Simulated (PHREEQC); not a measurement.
Dissolve 0.0049 mol NaHCO3 and 0.056 mol Na2HPO4 per kg of water at 35 °C. Closed to the air; pH follows from the charge balance.

The numbers come from PHREEQC with the ion-association model, phreeqc.dat.

This is a speciation only: nothing precipitates in the calculation.

Order these P species by the share of P that they hold, largest first: NaHPO4-, HPO4-2, PO4-3, H2PO4-.

HPO4-2 (92 %), NaHPO4- (6.3 %), H2PO4- (1.2 %), PO4-3 (0.14 %)

Order these C species by the share of C that they hold, largest first: CO2, NaCO3-, CO3-2, NaHCO3, HCO3-.

HCO3- (85 %), NaCO3- (6.2 %), CO3-2 (5.6 %), NaHCO3 (2.8 %), CO2 (0.25 %)

The pH is 8.70 and the ionic strength 0.165 mol/kgw.
